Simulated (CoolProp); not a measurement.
Computed with CoolProp (reference Helmholtz-energy equation of state, Lemmon 2006). It is a short technical equation, of lower accuracy than the large ones.

For C2F6 (R116), give the phase and the cp (kJ/(kg K)), speed of sound (m/s), isothermal compressibility (1/MPa), viscosity (µPa s) at 379.4 K and 1870 kPa; 425 K and 1870 kPa.


- 379.4 K and 1870 kPa: gas; cp 0.934, speed of sound 147, isothermal compressibility 0.583, viscosity 19.1
- 425 K and 1870 kPa: gas; cp 0.969, speed of sound 159, isothermal compressibility 0.561, viscosity 21.1

Viscosity comes from a separate model (Huber 2003), an estimate that may be off by 10 % or more.
